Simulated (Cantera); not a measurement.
## Equilibrium for abatement and gas-phase synthesis: CO2 + H2 + O2 + H2O

A closed system holds: 1 mol CO2, 5 mol H2, 0.21 mol O2, 0.11 mol H2O, at 2698 K and 1 atm.

Method: chemical equilibrium by Gibbs-energy minimisation in Cantera with the NASA 1993 tables (ideal gas, pure condensed phases). Candidate condensed phases: C, C6H6, C7H8, C8H18, H2O; 110 gas species. Kinetics and transport are ignored.

```
Quantity                                    Value
--------------------------------------  ---------
x(H2)                                       0.563
x(H2O)                                      0.231
x(CO)                                       0.151
x(H)                                       0.0420
x(CO2)                                    0.00919
x(OH)                                     0.00440
x(O)                                     0.000210
x(O2)                                     3.47e-5
gas amount                              6.257 mol
log10 activity of C(graphite) (absent)      -5.24
```
